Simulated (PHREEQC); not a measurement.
Solution (75 °C): 0.21 mol/kgw KH2PO4 and 0.0011 mol/kgw K2HPO4. Closed to the air; pH follows from the charge balance.

Equilibrium calculation in PHREEQC: ion-association model, wateq4f.dat.

Each row changes one thing in this solution. No solid was allowed to form.

```
case                                               pH  ionic strength (mol/kgw)  HPO4-2 (mol/kgw)  KHPO4- (mol/kgw)  PO4-3 (mol/kgw)
----------------------------------------------  -----  ------------------------  ----------------  ----------------  ---------------
as made                                          4.60                     0.214           0.00183          0.000185         4.18e-10
temperature from 75 to 20 °C                     4.65                     0.213           0.00142          0.000165         1.20e-10
K2HPO4 left out                                  4.43                     0.211           0.00122          0.000123         1.88e-10
KH2PO4 from 0.21 to 0.189 mol/kgw                4.63                     0.193           0.00171          0.000163         4.02e-10
KH2PO4 replaced by Na3PO4 at the same molality  11.29                      1.10            0.0587           3.12e-5            0.142
KH2PO4 from 0.21 to 0.042 mol/kgw                5.26                    0.0453           0.00111           4.15e-5         5.92e-10
```

The ionic strength passes 0.7 mol/kgw, the rough limit of the ion-association models, in KH2PO4 replaced by Na3PO4 at the same molality. H3PO4, which wateq4f.dat lacks, is added to it with the constant of phreeqc.dat. Away from 25 °C the constants follow the database's enthalpies or fits; those with neither stay at their 25 °C values.
